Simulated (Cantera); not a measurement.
A freely propagating, adiabatic, planar premixed flame of 15.9 % CH₄, 0.876 % H₂, 23.1 % O₂, 60.1 % N₂, equivalence ratio 1.4, unburnt at 450 K and 500000 Pa; mixture-averaged transport, grid criteria slope 0.08 and curve 0.16, no radiation.

Computed with Cantera and GRI-Mech 3.0 (53 species, 325 reactions). Burning velocities carry a grid error of a few per cent, more on coarse grids.

**Question.** Predict: laminar burning velocity; thermal thickness; peak x(CH₂).

**Answer.** 
| Item | Result |
|---|---|
| laminar burning velocity | 49.7 cm/s |
| thermal thickness | 0.111 mm |
| peak x(CH₂) | 0.000100 |
